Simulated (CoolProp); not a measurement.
The numbers come from the reference Helmholtz-energy equation of state, Lemmon 2006 in CoolProp. It is a short technical equation, of lower accuracy than the large ones.

Q: Give the vapour pressure (bar), vapour density (kg/m³), liquid cp (kJ/(kg K)), surface tension (mN/m) of saturated C3F8 (R218) at -3.55, 11.05, 40.25 °C.

A: 
```csv
T (°C),p (bar),vapour density (kg/m³),liquid cp (kJ/(kg K)),surface tension (mN/m)
-3.55,3.69,35.4,1.06,6.72
11.05,5.84,56.4,1.11,5.16
40.25,12.8,135,1.29,2.32
```

Surface tension comes from a separate correlation (Mulero 2012).
